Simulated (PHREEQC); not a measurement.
Make-up at 65 °C: 0.000495 mol/kgw CuCl2, 0.0094 mol/kgw HCl and 0.0051 mol/kgw FeCl3. Closed to the air; pH follows from the charge balance.

The numbers come from PHREEQC with the ion-association model, wateq4f.dat.

Q: The ionic strength comes out as 0.0326 mol/kgw. What activity coefficients do CuCl+, FeCl2+, Fe+3, Cl-, Cu+2 get?

A: CuCl+ 0.83, FeCl2+ 0.83, Fe+3 0.26, Cl- 0.83, Cu+2 0.51.

This is a speciation only: nothing precipitates in the calculation. The solution is supersaturated, for example in Hematite (slow to form), Goethite (slow to form), so a real one may precipitate; this is no full list. Away from 25 °C the constants follow the database's enthalpies or fits; those with neither stay at their 25 °C values.
